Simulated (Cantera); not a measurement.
An isothermal, constant-pressure homogeneous reactor starts with 3.66 % H₂, 38.5 % O₂, 57.8 % N₂, equivalence ratio 0.048, at 1025 K and 12.8 Torr.

Detailed kinetics in Cantera: the H2/O2 subset of GRI-Mech 3.0, which has no nitrogen chemistry. Radical loss at walls, strong at low pressure, is not modelled. The temperature is held fixed by assumption; the heat of reaction is taken as removed at once.

x: mole fraction; the columns are a selection and need not sum to one.

```tsv
t (s)	x H₂	x O₂	x H₂O₂	x HO₂	x O
0.000400	0.0366	0.385	<1e-12	1.38e-10	8.65e-11
0.00116	0.0366	0.385	<1e-12	4.20e-10	1.07e-9
0.00336	0.0366	0.385	3.05e-12	8.13e-9	2.67e-7
0.00975	0.00517	0.368	…	3.83e-6	0.0101
0.0283	0.000541	0.369	7.24e-8	3.33e-6	0.00671
0.0820	0.000106	0.373	7.25e-8	2.13e-6	0.00135
0.238	1.22e-5	0.374	…	7.58e-7	0.000160
0.690	1.43e-6	0.374	…	1.75e-7	2.01e-5
2.00	2.18e-7	0.374	…	3.81e-8	3.38e-6
```

**Question.** What belongs in the gaps?

**Answer.** 
- 0.00975, x H₂O₂: 1.50e-7
- 0.238, x H₂O₂: 5.08e-8
- 0.690, x H₂O₂: 2.34e-8
- 2.00, x H₂O₂: 8.63e-9
